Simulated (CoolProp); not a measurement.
A simple Rankine cycle with water: condensing at 326.15 K, boiler at 0.839 MPa, turbine inlet 595.6 K, turbine efficiency 0.6, pump efficiency 0.7, no recuperator. Each further row changes one setting.

Values from CoolProp's reference Helmholtz-energy equation of state, Wagner 2002.

```json
[
 {"case": "as stated", "thermal efficiency (%)": "15.5", "net work (kJ/kg)": "446", "heat in (kJ/kg)": "2880", "turbine exit temperature (K)": "357.1", "volume ratio over the turbine": "35.7"},
 {"case": "turbine inlet 615.6 K", "thermal efficiency (%)": "15.7", "net work (kJ/kg)": "458", "heat in (kJ/kg)": "2920", "turbine exit temperature (K)": "373.0", "volume ratio over the turbine": "36.0"},
 {"case": "condensing temperature 318.15 K", "thermal efficiency (%)": "16.4", "net work (kJ/kg)": "478", "heat in (kJ/kg)": "2910", "turbine exit temperature (K)": "340.1", "volume ratio over the turbine": "50.7"},
 {"case": "boiler pressure 0.587 MPa", "thermal efficiency (%)": "14.4", "net work (kJ/kg)": "416", "heat in (kJ/kg)": "2890", "turbine exit temperature (K)": "375.9", "volume ratio over the turbine": "26.2"},
 {"case": "turbine efficiency 0.5", "thermal efficiency (%)": "12.9", "net work (kJ/kg)": "371", "heat in (kJ/kg)": "2880", "turbine exit temperature (K)": "396.0", "volume ratio over the turbine": "39.6"}
]
```
